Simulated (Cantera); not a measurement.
What does this Cantera script print?

```python
import numpy as np
import cantera as ct

gas_names = """
    F F2 H HF H2 H2F2 H3F3 H4F4 H5F5 H6F6 H7F7 Si SiF SiF2 SiF3 SiF4 SiH SiHF3 SiH2 SiH2F2 SiH3 SiH3F
    SiH4 Si2 Si3
""".split()
cond_names = """
    Si(cr) Si(L)
""".split()


# ... load() reads the species with a 1 bar reference pressure and builds the phases ...
atoms = {
    'Si': {'Si': 1},
    'HF': {'H': 1, 'F': 1},
}
top_T = {}  # K; cautious upper limits of use, not melting points


# ... equilibrate(T, P, feed) seeds the gas with the atoms and calls Mixture.equilibrate('TP', solver="vcs", rtol=1e-11, max_steps=5000) ...
results = []
feed = {'Si': 1, 'HF': 10}  # mol
T = 1075  # K
P = 740  # Pa
mix = equilibrate(T, P, feed)
results.append((T, P, feed, dict(zip(mix.species_names, mix.species_moles))))
x = sorted(zip(gas.X, gas.species_names), reverse=True)
print(f"T = {T:g} K  P = {P:g} Pa  gas = {mix.phase_moles(0):.4g} mol")
print("   x: " + "  ".join(f"{s} {v:.3e}" for v, s in x if v > 0.0001))
print("   condensed (mol): " + ("  ".join(f"{mix.phase(i).name} {mix.phase_moles(i):.4g}"
      for i in range(1, mix.n_phases) if mix.phase_moles(i) > 1e-12) or "none"))
```

Output:

```
T = 1075 K  P = 740 Pa  gas = 9 mol
   x: HF 6.667e-01  H2 2.222e-01  SiF4 1.111e-01
   condensed (mol): none
```

Cantera equilibrium calculation (NASA polynomials, part measured and part estimated; ideal gas, pure solids and liquids).
